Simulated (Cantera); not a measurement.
A Cantera script and what it prints.

```python
import numpy as np
import cantera as ct

gas_names = """
    F F2 H HF H2 H2F2 H3F3 H4F4 H5F5 H6F6 H7F7 N NF NF2 NF3 NH NH2 NH3 N2 N2H2 N2H4 Si SiF SiF2 SiF3
    SiF4 SiH SiHF3 SiH2 SiH2F2 SiH3 SiH3F SiH4 SiN Si2 Si2N Si3
""".split()
cond_names = """
    Si(cr) Si(L) Si3N4(a)
""".split()


# ... load() reads the species with a 1 bar reference pressure and builds the phases ...
atoms = {
    'SiF4': {'Si': 1, 'F': 4},
    'N2': {'N': 2},
    'H2': {'H': 2},
}
top_T = {'Si3N4(a)': 2400}  # K; cautious upper limits of use, not melting points


# ... equilibrate(T, P, feed) seeds the gas with the atoms and calls Mixture.equilibrate('TP', solver="vcs", rtol=1e-11, max_steps=5000) ...
results = []
feed = {'SiF4': 1, 'N2': 3.1, 'H2': 0.11}  # mol
P = 10000  # Pa
for T in [873, 923, 973, 1023, 1073, 1123, 1173, 1223, 1273]:
    mix = equilibrate(T, P, feed)
    results.append((T, P, feed, dict(zip(mix.species_names, mix.species_moles))))

top = {s: max(r[3][s] / sum(r[3][g] for g in gas_names) for r in results) for s in gas_names}
cols = sorted((s for s in top if top[s] > 1e-06), key=lambda s: -top[s])[:5]
seen = [c for c in cond_names if any(r[3].get(c, 0) > 1e-12 for r in results)]
print("log10 of partial pressures in bar; condensed amounts in mol")
print(f"{'T/K':>10s}" + "".join(f"{s[:9]:>10s}" for s in cols + seen))
for T, P, feed, n in results:
    ng = sum(n[g] for g in gas_names)
    print(f"{T:10.4g}" + "".join(f"{np.log10(max(n[s] / ng * P / 1e5, 1e-99)):10.3f}" for s in cols)
          + "".join(f"{n.get(c, 0):10.4g}" for c in seen))
```

It prints:

```
log10 of partial pressures in bar; condensed amounts in mol
       T/K        N2      SiF4        H2        HF      SiF3  Si3N4(a)
       873    -1.133    -1.624    -2.584    -5.272    -7.445  1.06e-05
       923    -1.133    -1.624    -2.584    -5.053    -6.840 1.706e-05
       973    -1.133    -1.624    -2.585    -4.858    -6.298 2.553e-05
      1023    -1.133    -1.625    -2.585    -4.682    -5.810 3.514e-05
      1073    -1.133    -1.625    -2.587    -4.523    -5.368 4.299e-05
      1123    -1.133    -1.625    -2.588    -4.378    -4.965 4.229e-05
      1173    -1.133    -1.625    -2.590    -4.247    -4.598  1.93e-05
      1223    -1.133    -1.626    -2.593    -4.088    -4.301         0
      1273    -1.133    -1.627    -2.596    -3.911    -4.059         0
```

These are equilibrium values from Cantera (NASA tables, ideal gas, pure condensed phases), not measurements of a reactor. N2 is the only nitrogen source here; it is nearly inert below about 1500 K, so the nitride shown seldom forms there in practice. The tables' values for SiF3 are old estimates; treat these amounts as uncertain.
